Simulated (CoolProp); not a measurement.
Vapour-liquid equilibrium of ethane (1) + propane (2) at 0.934 bar; x and y are mole fractions of (1).

Values from CoolProp's multi-fluid Helmholtz-energy mixture model, Bücker 2006 and Lemmon 2009; pair parameters Kunz 2012.

```csv
x,"bubble temperature, mixture model (K)","bubble temperature, Raoult's law (K)","y, mixture model","y, Raoult's law"
0.05,[?],222.9,[?],0.292
0.2,[?],209.5,[?],0.700
0.35,[?],201.0,0.833,0.851
0.5,195.9,195.0,0.912,0.921
0.65,191.1,190.5,0.956,0.959
0.8,[?],186.9,[?],0.982
0.95,184.0,183.9,0.996,0.996
```

Problem. Some entries are withheld; supply them.

Solution. 
- 0.05, bubble temperature, mixture model (K): 223.3
- 0.05, y, mixture model: 0.268
- 0.2, bubble temperature, mixture model (K): 210.6
- 0.2, y, mixture model: 0.671
- 0.35, bubble temperature, mixture model (K): 202.1
- 0.8, bubble temperature, mixture model (K): 187.2
- 0.8, y, mixture model: 0.981

The largest gap from Raoult's law is +1.1 K in bubble temperature, at x = 0.35. No azeotrope shows between x = 0.05 and 0.95.

Pair parameters are fitted to limited data, so mixtures are less certain than the pure fluids.
